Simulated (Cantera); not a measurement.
An isothermal, constant-pressure homogeneous reactor starts with 6.25 % CH4, 93.8 % N2, at 1950 K and 0.000434 atm.

Detailed kinetics in Cantera: GRI-Mech 3.0 (53 species, 325 reactions). GRI-Mech 3.0 stops at C3 and has no aromatics, soot or wall deposition, so with more carbon than oxygen in the feed, carbon stays in small species such as C2H2 where larger ones or solid carbon would form. Radical loss at walls, strong at low pressure, is not modelled.

Q: Predict: x(CH4) at 60.0 s; x(C2H2) at 60.0 s; x(C2H) at 60.0 s; x(CH2) at 60.0 s; x(H) at 60.0 s; x(HCN) at 60.0 s.

A: 
```json
{
 "x(CH4) at 60.0 s": "3.21e-7 (gas-phase equilibrium 1.55e-8)",
 "x(C2H2) at 60.0 s": "0.0293 (gas-phase equilibrium 0.00572)",
 "x(C2H) at 60.0 s": "1.88e-5 (gas-phase equilibrium 1.75e-5)",
 "x(CH2) at 60.0 s": "1.34e-8 (gas-phase equilibrium 1.47e-8)",
 "x(H) at 60.0 s": "0.00354 (gas-phase equilibrium 0.0156)",
 "x(HCN) at 60.0 s": "0.000175 (gas-phase equilibrium 0.0467)"
}
```
